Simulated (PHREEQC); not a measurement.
# Copper plating or etch bath: an equilibrium model

A solution holds 0.0071 mol/kgw CuSO4, 0.0011 mol/kgw HBF4 and 0.055 mol/kgw Na2SO4, at 25 °C. It is in equilibrium with CO2 at log p = -3.4 (atm). Otherwise closed; pH follows from the charge balance.

All values are PHREEQC results (ion-association model, phreeqc.dat), not measurements.

This is a speciation only: nothing precipitates in the calculation.

Question: What pH, ionic strength, density does the model give?

Answer: pH 3.16; ionic strength 0.162 mol/kgw; density 1.005 g/cm³.

Question: In which forms is Na present?

Answer: Na+ 93 %, NaSO4- 7.2 % of the Na.

Species that the database lacks are ignored. Real BF4- forms and hydrolyses slowly; the run takes it at equilibrium.
